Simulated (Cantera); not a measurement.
A perfectly stirred reactor is fed with 15.0 % CH3OH, 16.0 % O2, 60.3 % N2, 8.68 % CO2, at 173 Torr; it is adiabatic with a 300 K inlet, and is followed from long to short residence time, starting on the burning branch (τ in s: 0.037, 0.02, 0.011, 0.0057, 0.0031, 0.0017, 0.00089, 0.00048, 0.00026, 0.00014, 7.3e-05, 3.9e-05).

Model: GRI-Mech 3.0 (53 species, 325 reactions), integrated in Cantera. GRI-Mech 3.0 was tuned for natural gas; its chemistry of methanol as a main component is partial and can be far from experiment.

x: mole fraction; the columns are a selection and need not sum to one.

| τ (s) | T (K) | x CH3OH | x O2 | x CO2 | x H2O2 | x CH2 | x C2H2 |
|---|---|---|---|---|---|---|---|
| 0.037 | 1768 | 6.78e-6 | 0.00160 | 0.128 | 6.01e-8 | 2.23e-7 | … |
| 0.020 | 1751 | 1.10e-5 | 0.00210 | 0.128 | 7.50e-8 | 3.79e-7 | … |
| 0.011 | 1734 | 1.83e-5 | 0.00267 | 0.128 | 8.96e-8 | 6.41e-7 | … |
| 0.0057 | 1717 | 3.32e-5 | 0.00343 | 0.127 | 1.05e-7 | 1.16e-6 | … |
| 0.0031 | 1701 | 6.04e-5 | 0.00444 | 0.126 | 1.18e-7 | 2.04e-6 | … |
| 0.0017 | 1681 | 0.000116 | 0.00612 | 0.123 | 1.35e-7 | 3.62e-6 | … |
| 0.00089 | 1642 | 0.000276 | 0.0102 | 0.118 | 1.84e-7 | 6.84e-6 | … |
| 0.00048 | 300 | 0.150 | 0.160 | 0.0868 | <1e-12 | <1e-12 | <1e-12 |
| 0.00026 | 300 | 0.150 | 0.160 | 0.0868 | <1e-12 | <1e-12 | <1e-12 |
| 0.00014 | 300 | 0.150 | 0.160 | 0.0868 | <1e-12 | <1e-12 | <1e-12 |
| 7.3e-5 | 300 | 0.150 | 0.160 | 0.0868 | <1e-12 | <1e-12 | <1e-12 |
| 3.9e-5 | 300 | 0.150 | 0.160 | 0.0868 | <1e-12 | <1e-12 | <1e-12 |

Fill in the missing entries.


- 0.037, x C2H2: 6.03e-9
- 0.020, x C2H2: 1.51e-8
- 0.011, x C2H2: 3.87e-8
- 0.0057, x C2H2: 1.16e-7
- 0.0031, x C2H2: 3.31e-7
- 0.0017, x C2H2: 9.45e-7
- 0.00089, x C2H2: 2.96e-6
